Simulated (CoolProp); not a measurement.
CH3F (R41) along the isotherm 219.1 K: density (kg/m³) from the reference equation and from simpler models built on Tc = 317.3 K, pc = 5.906 MPa, ω = 0.200; each cubic takes its own stable root.

Computed with CoolProp (reference Helmholtz-energy equation of state, Lemmon 2006). It is a short technical equation, of lower accuracy than the large ones.

| p (MPa) | phase | reference |
|---|---|---|
| 1.34 | liquid | 829.9 |
| 2.68 | liquid | 832.4 |
| 4.03 | liquid | 834.9 |
| 5.37 | liquid | 837.2 |
| 6.71 | liquid | 839.6 |
| 8.05 | liquid | 841.8 |
| 9.4 | liquid | 844.0 |
| 10.7 | liquid | 846.1 |
| 12.1 | liquid | 848.4 |
| 13.4 | liquid | 850.4 |
| 14.8 | liquid | 852.5 |

Task: How far does each simpler model (van der Waals, Soave-Redlich-Kwong) lie from the reference over these 11 states: mean and median of the absolute difference, and the worst?

Result: 
- van der Waals: mean 45.8 %, median 45.7 %, worst -47.1 % at 219.1 K and 1.34 MPa
- Soave-Redlich-Kwong: mean 20.5 %, median 20.5 %, worst -20.8 % at 219.1 K and 1.34 MPa
